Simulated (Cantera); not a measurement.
Feed: 1 mol TiCl4, a varied amount of H2O, held at 1300 K and 340 Pa.

Cantera equilibrium calculation (NASA polynomials, part measured and part estimated; ideal gas, pure solids and liquids). Candidate condensed phases: H2O, Ti, TiCl2, TiCl3, TiCl4, TiO, TiO2, Ti2O3, Ti3O5, Ti4O7; 23 gas species. The numbers say what is thermodynamically allowed, not how fast it happens.

Question: At 0.45 mol H2O, list the 6 most abundant gas species with their mole fractions, and the condensed phases.

Answer: HCl 0.536, TiCl4 0.458, TiCl3 0.00310, Cl 0.00277, Cl2 0.000170, H2O 1.38e-5. Condensed: TiO2(rutile).
